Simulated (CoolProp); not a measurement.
Chlorine along the isotherm -23.75 °C: density (kg/m³) from the reference equation and from simpler models built on Tc = 143.7 °C, pc = 76.42 bar, ω = 0.070; each cubic takes its own stable root.

Values from CoolProp's reference Helmholtz-energy equation of state, Thol 2021.

```json
[
 {"p (bar)": "14.3", "phase": "liquid", "reference": "1538"},
 {"p (bar)": "28.6", "phase": "liquid", "reference": "1540"},
 {"p (bar)": "42.9", "phase": "liquid", "reference": "1543"},
 {"p (bar)": "57.1", "phase": "liquid", "reference": "1545"},
 {"p (bar)": "71.4", "phase": "liquid", "reference": "1548"},
 {"p (bar)": "85.7", "phase": "liquid", "reference": "1550"},
 {"p (bar)": "100", "phase": "liquid", "reference": "1553"},
 {"p (bar)": "114", "phase": "liquid", "reference": "1555"},
 {"p (bar)": "129", "phase": "liquid", "reference": "1557"},
 {"p (bar)": "143", "phase": "liquid", "reference": "1560"},
 {"p (bar)": "157", "phase": "liquid", "reference": "1562"},
 {"p (bar)": "171", "phase": "liquid", "reference": "1564"},
 {"p (bar)": "186", "phase": "liquid", "reference": "1567"},
 {"p (bar)": "200", "phase": "liquid", "reference": "1569"}
]
```

### Question
How far does each simpler model (van der Waals, Peng-Robinson) lie from the reference over these 14 states: mean and median of the absolute difference, and the worst?

### Answer
- van der Waals: mean 36.2 %, median 36.1 %, worst -37.1 % at -23.75 °C and 14.3 bar
- Peng-Robinson: mean 4.4 %, median 4.4 %, worst +4.5 % at -23.75 °C and 200 bar
